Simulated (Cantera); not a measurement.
**Catalytic stagnation flow on Pt**

A jet of CH₄ : O₂ : N₂ = 0.026 : 0.052 : 0.79 (molar parts), equivalence ratio 1.0 at 300 K and 18000 Pa hits a platinum plate 5.4 cm away at a mass flux of 0.069 kg/m²/s; the plate temperature is set and raised in steps from an oxygen-covered start.

Computed with Cantera and Deutschmann's 1995 Pt surface mechanism with GRI-Mech 3.0 gas chemistry. Catalytic surfaces can have several steady states; this one follows from the mechanism file's or the stated starting coverage.

```json
[
 {"plate T (K)": "950", "wall x CH₄": "0.00517", "wall x O₂": "0.00746", "wall x H₂O": "0.0460", "wall x OH": "6.35e-8", "wall x CO": "3.81e-6", "wall x CO₂": "0.0304", "θ free Pt": "0.405", "θ O*": "0.593", "θ OH*": "0.00242", "θ CO*": "1.53e-5"},
 {"plate T (K)": "1000", "wall x CH₄": "0.000862", "wall x O₂": "0.000536", "wall x H₂O": "0.0537", "wall x OH": "<1e-8", "wall x CO": "0.00417", "wall x CO₂": "0.0308", "θ free Pt": "0.958", "θ O*": "0.000115", "θ OH*": "4.70e-5", "θ CO*": "0.0412"},
 {"plate T (K)": "1050", "wall x CH₄": "0.000845", "wall x O₂": "0.000540", "wall x H₂O": "0.0535", "wall x OH": "<1e-8", "wall x CO": "0.00410", "wall x CO₂": "0.0309", "θ free Pt": "0.979", "θ O*": "0.000130", "θ OH*": "4.26e-5", "θ CO*": "0.0201"},
 {"plate T (K)": "1100", "wall x CH₄": "0.000848", "wall x O₂": "0.000556", "wall x H₂O": "0.0532", "wall x OH": "1.32e-8", "wall x CO": "0.00387", "wall x CO₂": "0.0311", "θ free Pt": "0.989", "θ O*": "0.000156", "θ OH*": "4.01e-5", "θ CO*": "0.00987"},
 {"plate T (K)": "1150", "wall x CH₄": "0.000861", "wall x O₂": "0.000576", "wall x H₂O": "0.0528", "wall x OH": "3.26e-8", "wall x CO": "0.00350", "wall x CO₂": "0.0315", "θ free Pt": "0.994", "θ O*": "0.000196", "θ OH*": "3.89e-5", "θ CO*": "0.00486"},
 {"plate T (K)": "1200", "wall x CH₄": "0.000878", "wall x O₂": "0.000599", "wall x H₂O": "0.0523", "wall x OH": "7.70e-8", "wall x CO": "0.00304", "wall x CO₂": "0.0320", "θ free Pt": "0.997", "θ O*": "0.000256", "θ OH*": "3.90e-5", "θ CO*": "0.00240"},
 {"plate T (K)": "1250", "wall x CH₄": "0.000897", "wall x O₂": "0.000623", "wall x H₂O": "0.0518", "wall x OH": "1.75e-7", "wall x CO": "0.00252", "wall x CO₂": "0.0325", "θ free Pt": "0.998", "θ O*": "0.000349", "θ OH*": "4.01e-5", "θ CO*": "0.00118"}
]
```
x: mole fraction at the wall; θ: surface coverage.
